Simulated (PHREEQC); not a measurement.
Make-up at 20 °C: 0.032 mol ZnSO4, 0.022 mol CuCl2 and 7.9e-05 mol H2SO4 per kg of water. Closed to the air; pH follows from the charge balance.

The numbers come from PHREEQC with the ion-association model, phreeqc.dat.

Q: The ionic strength comes out as 0.129 mol/kgw. What activity coefficients do Zn(SO4)2-2, ZnCl+, Zn+2, Cl-, Cu+2 get?

A: Zn(SO4)2-2 0.35, ZnCl+ 0.75, Zn+2 0.35, Cl- 0.75, Cu+2 0.37.

No solid was allowed to form.
